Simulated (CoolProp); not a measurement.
p-xylene along the isotherm 539.6 K: fugacity coefficient from the reference equation and from simpler models built on Tc = 616.2 K, pc = 35.32 bar, ω = 0.324; each cubic takes its own stable root.

Values from CoolProp's reference Helmholtz-energy equation of state, Zhou 2012.

| p (bar) | phase | reference |
|---|---|---|
| 39.2 | liquid | 0.2850 |
| 78.5 | liquid | 0.1652 |
| 118 | liquid | 0.1272 |
| 157 | liquid | 0.1101 |
| 196 | liquid | 0.1014 |
| 235 | liquid | 0.09694 |
| 275 | liquid | 0.09516 |
| 314 | liquid | 0.09525 |
| 353 | liquid | 0.09670 |

Q: How far does each simpler model (Soave-Redlich-Kwong, Peng-Robinson) lie from the reference over these 9 states: mean and median of the absolute difference, and the worst?

A: 
- Soave-Redlich-Kwong: mean 15.3 %, median 15.7 %, worst +22.9 % at 539.6 K and 353 bar
- Peng-Robinson: mean 3.2 %, median 3.3 %, worst +3.5 % at 539.6 K and 196 bar
